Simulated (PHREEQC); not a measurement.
A solution holds 0.058 mol Fe2(SO4)3 per kg of water, at 55 °C. Closed to the air; pH follows from the charge balance.

The numbers come from PHREEQC with the ion-association model, phreeqc.dat.

Precipitation was switched off in this run.

### Question
What pH, ionic strength does the model give?

### Answer
pH 2.42; ionic strength 0.215 mol/kgw.

### Question
In which forms is S present?

### Answer
FeSO4+ 42 %, SO4-2 26 %, Fe(SO4)2- 24 %, HSO4- 7.2 %, FeHSO4+2 1.2 % of the S.

Saturation is exceeded, for instance for Hematite (slow to form), Goethite (slow to form); the values hold only as long as no solid forms. Species that the database lacks are ignored. Constants without temperature data keep their 25 °C values here.
